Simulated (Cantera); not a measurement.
## Low-pressure radical oxidation in H2/O2

An isothermal, constant-pressure homogeneous reactor starts with H2 : O2 = 0.035 : 1 (molar parts), at 1173 K and 1.65 Torr.

Detailed kinetics in Cantera: GRI-Mech 3.0 (53 species, 325 reactions). Radical loss at walls, strong at low pressure, is not modelled. The temperature is held fixed by assumption; the heat of reaction is taken as removed at once.

| t (s) | x H2 | x O2 | x OH | x H2O2 | x H | x HO2 |
|---|---|---|---|---|---|---|
| 2.00e-5 | 0.0338 | 0.966 | 1.93e-12 | <1e-12 | 5.68e-11 | 5.87e-11 |
| 7.97e-5 | 0.0338 | 0.966 | 2.80e-11 | <1e-12 | 2.06e-10 | 2.34e-10 |
| 0.000317 | 0.0338 | 0.966 | 3.31e-10 | <1e-12 | 6.32e-10 | 9.32e-10 |
| 0.00126 | 0.0338 | 0.966 | 2.97e-9 | <1e-12 | 2.14e-9 | 3.71e-9 |
| 0.00503 | 0.0338 | 0.966 | 9.13e-8 | 1.31e-11 | 4.96e-8 | 1.49e-8 |
| 0.0200 | 0.0199 | 0.955 | 0.00352 | 2.90e-8 | 0.00314 | 5.03e-7 |
| 0.0798 | 0.000409 | 0.938 | 0.00222 | 9.94e-9 | 0.00430 | 4.66e-7 |
| 0.318 | 0.000363 | 0.942 | 0.00209 | 1.01e-8 | 0.00354 | 4.51e-7 |
| 1.27 | 0.000233 | 0.951 | 0.00168 | 1.04e-8 | 0.00174 | 3.92e-7 |
| 5.04 | 6.34e-5 | 0.962 | 0.000883 | 9.12e-9 | 0.000239 | 2.30e-7 |
| 20.1 | 6.89e-6 | 0.965 | 0.000292 | 4.63e-9 | 8.45e-6 | 6.40e-8 |
| 80.0 | 6.34e-7 | 0.966 | 8.87e-5 | 1.29e-9 | 2.36e-7 | 1.06e-8 |
x: mole fraction; the columns are a selection and need not sum to one.

Equilibrium at this temperature and pressure: H2 5.38e-9, O2 0.966, OH 8.18e-6, H2O2 2.97e-11, H 1.86e-10, HO2 3.93e-9 (gas phase only).
